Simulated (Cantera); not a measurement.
Input: 1 mol Ti, 0.79 mol C₃H₈, at 7.50 Torr.

Method: chemical equilibrium by Gibbs-energy minimisation in Cantera with the NASA 1993 tables (ideal gas, pure condensed phases). Candidate condensed phases: C, C₆H₆, C₇H₈, C₈H₁₈, Ti, TiC; 77 gas species. TiC: taken at fixed stoichiometry. Rates play no part.

Over these rows the condensed part is C(graphite) + TiC(s). Partial pressures as log10 of bar:

| T (K) | 1000/T (1/K) | log p C₂H₂ (acetylene) | log p H₂ |
|---|---|---|---|
| 1023 | 0.9775 | -10.68 | -2.00 |
| 1173 | 0.8525 | -9.21 | -2.00 |
| 1323 | 0.7559 | ? | -2.00 |
| 1473 | 0.6789 | -7.19 | -2.00 |
| 1623 | 0.6161 | -6.46 | -2.00 |
| 1773 | 0.5640 | -5.86 | -2.00 |

### Question
Fit log p(C₂H₂ (acetylene)) = a + b·(1000/T) to the five rows, give the apparent enthalpy, and predict the row at 1323 K.

### Answer
Means: 1000/T = 0.7378, log p = -7.880. Sxy = -1.388242, Sxx = 0.1190987, so b = -11.66 and a = -7.880 − (-11.66)×0.7378 = 0.72.
Apparent enthalpy: −19.145 × (-11.66) = 223 kJ/mol. With the condensed phases at unit activity, 2 C(graphite) + H₂(g) = C₂H₂ (acetylene)(g) links this pressure to the main gases: over the six rows their terms move log p by +0.00 in all, so the slope is close to that reaction's ΔH°. The five rows lie within 0.01 of the line.
Prediction at 1323 K: 0.72 + (-11.66)×0.7559 = -8.09. The computed value is -8.08, 0.01 from the line.
